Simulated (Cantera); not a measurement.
A closed system holds: 1 mol BN, 8.3 mol HCl, 8.8 mol H2, at 1275 K and 13300 Pa.

Cantera equilibrium calculation (NASA polynomials, part measured and part estimated; ideal gas, pure solids and liquids). Candidate condensed phases: B, BN, NH4Cl; 21 gas species. Gases not in the tables: BHCl2. Kinetics and transport are ignored.

Base state: H2 0.516, HCl 0.483, BCl3 0.000668, N2 0.000334 (mole fractions); condensed: BN(s).

Question: What changes in the equilibrium state with this change: BN replaced by AlN?

Answer: 
```csv
species,before,after
H2,0.516,0.602
HCl,0.483,0.310
AlCl3,0,0.0584
N2,0.000334,0.0292
BCl3,0.000668,0
AlCl2,0,4.85e-5
"BN(s), mol",0.989,0
```
The tables' values for AlCl2 are old estimates; treat these amounts as uncertain. Further candidate phases: Al, AlCl3, AlN.
